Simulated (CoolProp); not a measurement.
CH2F2 (R32) along the isotherm 88.05 °C: density (kg/m³) from the reference equation and from simpler models built on Tc = 78.1 °C, pc = 5783 kPa, ω = 0.277; each cubic takes its own stable root.

The numbers come from the reference Helmholtz-energy equation of state, Tillner-Roth 1997 in CoolProp.

```csv
p (kPa),phase,reference,ideal gas,van der Waals,Redlich-Kwong,Soave-Redlich-Kwong,Peng-Robinson
5780,gas,189.7,100.1,174.6,180.0,174.8,184.0
11600,supercritical,728.5,200.9,461.7,550.6,540.5,___
17300,supercritical,808.1,299.7,509.1,625.5,618.8,686.1
23100,supercritical,856.7,400.2,538.8,673.1,667.8,___
28900,supercritical,892.4,500.6,560.4,708.2,703.7,781.8
34700,supercritical,921.0,601.1,577.4,___,732.3,813.7
40500,supercritical,945.0,701.6,591.4,759.4,756.0,___
46300,supercritical,965.8,802.1,603.3,779.3,776.2,862.5
52000,supercritical,983.9,900.8,613.4,796.4,793.6,881.7
57800,supercritical,1000,1001,622.5,811.9,809.3,898.9
```

### Question
Complete the blanks.

### Answer

- 11600, Peng-Robinson: 596.7
- 23100, Peng-Robinson: 741.5
- 34700, Redlich-Kwong: 736.2
- 40500, Peng-Robinson: 840.0
